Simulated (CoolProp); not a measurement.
Properties of C3F8 (R218) along the isotherm 166.85 °C.

Model: reference Helmholtz-energy equation of state, Lemmon 2006, in CoolProp. It is a short technical equation, of lower accuracy than the large ones.

```csv
p (MPa),phase,density (kg/m³),cp (kJ/(kg K)),cv (kJ/(kg K)),isothermal compressibility (1/MPa),viscosity (µPa s)
0.00417,gas,0.2144,0.9721,0.9278,239.9,18.1
0.0095,gas,0.4885,0.9722,0.9278,105.3,18.1
0.0216,gas,1.111,0.9724,0.9279,46.35,18.1
0.0492,gas,2.535,0.9729,0.9280,20.38,18.1
0.112,gas,5.789,0.9740,0.9283,8.980,18.1
0.255,gas,13.28,0.9767,0.9290,3.973,18.2
0.58,gas,30.72,0.9834,0.9306,1.777,18.3
1.32,gas,72.83,1.001,0.9347,0.8148,18.8
```

Viscosity comes from a separate model (Huber 2003), an estimate that may be off by 10 % or more.
